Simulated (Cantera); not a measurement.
Input: 1 mol Si, a varied amount of H2O, 1.8 mol H2, equilibrated at 1102 °C and 0.00133 bar.

Equilibrium computed with Cantera from the NASA thermochemical tables; the gas is ideal and each condensed phase is pure. Candidate condensed phases: H2O, Si, SiO2; 18 gas species. Mutual solubility and eutectic melting of coexisting phases are not modelled. The tables hold silica as quartz up to 1696 K and as liquid above; real silica turns to tridymite and cristobalite and melts near 1996 K. The numbers say what is thermodynamically allowed, not how fast it happens.

**Question.** Which condensed phases are stable at each of these points (n(H2O) (mol)): 0.59, 0.8, 1.1, 1.4, 2, 2.6, 3.6, 4.8, 6.5, 8.8, 12, 16, 22?

**Answer.** 
```tsv
n(H2O) (mol)	condensed phases	Si condensed (%)
0.59	Si(s) + SiO2(β-quartz)	92.0
0.8	Si(s) + SiO2(β-quartz)	91.3
1.1	Si(s) + SiO2(β-quartz)	90.3
1.4	Si(s) + SiO2(β-quartz)	89.3
2	SiO2(β-quartz)	99.9
2.6	SiO2(β-quartz)	100.0
3.6	SiO2(β-quartz)	100.0
4.8	SiO2(β-quartz)	100.0
6.5	SiO2(β-quartz)	100.0
8.8	SiO2(β-quartz)	100.0
12	SiO2(β-quartz)	100.0
16	SiO2(β-quartz)	100.0
22	SiO2(β-quartz)	100.0
```

From 0.59 mol H2O to 1.4 mol H2O the condensed part is Si(s) + SiO2(β-quartz). From 2 mol H2O to 22 mol H2O the condensed part is SiO2(β-quartz).
